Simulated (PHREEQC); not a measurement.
Model water analysis in mmol/kgw, 25 °C, pH 6.51, pe 10.6: Na 79.6; K 7.11; Ca 43.5; Mg 2.02; Cl 143; S(6) 13; Alkalinity (meq/kgw) 0.745; Br 5; Zn 4.27.

Cl is adjusted to close the charge balance.
Valence states are taken as typed.

The numbers come from PHREEQC with the ion-association model, wateq4f.dat.

Question: The ionic strength comes out as 0.225 mol/kgw. What activity coefficients do ZnCl+, Ca+2, CaHCO3+, Cl-, Zn(SO4)2-2 get?

Answer: ZnCl+ 0.71, Ca+2 0.31, CaHCO3+ 0.75, Cl- 0.70, Zn(SO4)2-2 0.30.

Precipitation was switched off in this run.
